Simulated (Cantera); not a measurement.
# Iron carbonyl, mercury and lead vapours: PbO + O2 + H2

Input: 1 mol PbO, 0.33 mol O2, 0.14 mol H2, equilibrated at 500 K and 0.0800 bar.

Method: chemical equilibrium by Gibbs-energy minimisation in Cantera with the NASA 1993 tables (ideal gas, pure condensed phases). Candidate condensed phases: H2O, Pb, PbO, PbO2, Pb3O4; 12 gas species. Rates play no part.

| Property | Value |
|---|---|
| x(H2O) | 0.600 |
| x(O2) | 0.400 |
| n(Pb3O4(s)) | 0.333 mol |
| gas amount | 0.2333 mol |
| log10 activity of PbO2(s) (absent) | -0.36 |
| log10 activity of Pb(s) (absent) | -17.24 |
